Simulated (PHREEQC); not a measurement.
Make-up at 20 °C: 0.024 mol/kgw Pb(NO3)2, 0.011 mol/kgw NiCl2, 0.24 mol/kgw H2SO4 and 0.11 mol/kgw Na2SO4. Closed to the air; pH follows from the charge balance.

Equilibrium calculation in PHREEQC: ion-association model, wateq4f.dat.

**Question.** The ionic strength comes out as 0.533 mol/kgw. What activity coefficients do NaSO4-, H+, HSO4-, Na+, Pb(SO4)2-2 get?

**Answer.** NaSO4- 0.69, H+ 0.76, HSO4- 0.66, Na+ 0.71, Pb(SO4)2-2 0.30.

This is a speciation only: nothing precipitates in the calculation. Examples of supersaturated solids here: Anglesite. Others may be too.
